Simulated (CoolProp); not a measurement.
Vapour pressure (kPa) of water: the reference equation beside estimates from Tc = 373.9 °C, pc = 22060 kPa, ω = 0.344. Clausius-Clapeyron is anchored at 180.25 °C with a constant enthalpy of vaporisation of 36.27 kJ/mol.

Model: reference Helmholtz-energy equation of state, Wagner 2002, in CoolProp.

```tsv
T (°C)	reference	Clausius-Clapeyron	van der Waals	Redlich-Kwong	Soave-Redlich-Kwong
180.25	1009	1009	4445	1945	1008
188.15	1205	1189	4851	2246	1210
196.15	1434	(withheld)	5286	2583	1446
204.05	(withheld)	1630	5740	(withheld)	1712
211.95	1983	(withheld)	6218	3353	2014
219.95	2317	2188	6728	3799	2360
227.85	2689	2516	7257	4279	2744
235.75	3104	2880	7812	4799	3175
243.65	(withheld)	3283	8392	5361	(withheld)
251.65	4088	3734	9008	5975	4194
```

Some entries are withheld; supply them.


- 196.15, Clausius-Clapeyron: 1397
- 204.05, reference: 1691
- 204.05, Redlich-Kwong: 2951
- 211.95, Clausius-Clapeyron: 1891
- 243.65, reference: 3567
- 243.65, Soave-Redlich-Kwong: 3654

Absolute difference from the reference over all 10 rows, mean and median: Clausius-Clapeyron 4.8 and 5.1 %, van der Waals 213.2 and 202.0 %, Redlich-Kwong 67.7 and 66.5 %, Soave-Redlich-Kwong 1.5 and 1.7 %.
